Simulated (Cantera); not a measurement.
Cantera run:

```python
import numpy as np
import cantera as ct

gas_names = """
    H H2 Ti
""".split()
cond_names = """
    Ti(a) Ti(b) Ti(L)
""".split()


# ... load() reads the species with a 1 bar reference pressure and builds the phases ...
atoms = {
    'Ti': {'Ti': 1},
    'H2': {'H': 2},
}
top_T = {}  # K; cautious upper limits of use, not melting points


# ... equilibrate(T, P, feed) seeds the gas with the atoms and calls Mixture.equilibrate('TP', solver="vcs", rtol=1e-11, max_steps=5000) ...
results = []
feed = {'Ti': 1, 'H2': 56}  # mol
T = 1800  # K
P = 64000  # Pa
mix = equilibrate(T, P, feed)
results.append((T, P, feed, dict(zip(mix.species_names, mix.species_moles))))
print(gas.report(threshold=0.0001))
for i in range(1, mix.n_phases):
    print(f"{mix.phase(i).name:16s} {mix.phase_moles(i):12.5e} mol")
```

It prints:

```
       temperature   1800 K
          pressure   64000 Pa
           density   0.0086193 kg/m^3
  mean mol. weight   2.0156 kg/kmol
   phase of matter   gas

                          1 kg             1 kmol
                     ---------------   ---------------
          enthalpy        2.2974e+07        4.6307e+07  J
   internal energy        1.5549e+07        3.1341e+07  J
           entropy             93583        1.8863e+05  J/K
    Gibbs function       -1.4548e+08       -2.9322e+08  J
 heat capacity c_p             16617             33494  J/K
 heat capacity c_v             12492             25179  J/K

                      mass frac. Y      mole frac. X     chem. pot. / RT
                     ---------------   ---------------   ---------------
                 H        0.00022378        0.00044746           -9.7983
                H2           0.99976           0.99955           -19.597
     [   +1 minor]        1.8163e-05        7.6479e-07

Ti(b)             9.99957e-01 mol
```

Method: chemical equilibrium by Gibbs-energy minimisation in Cantera with the NASA 1993 tables (ideal gas, pure condensed phases).
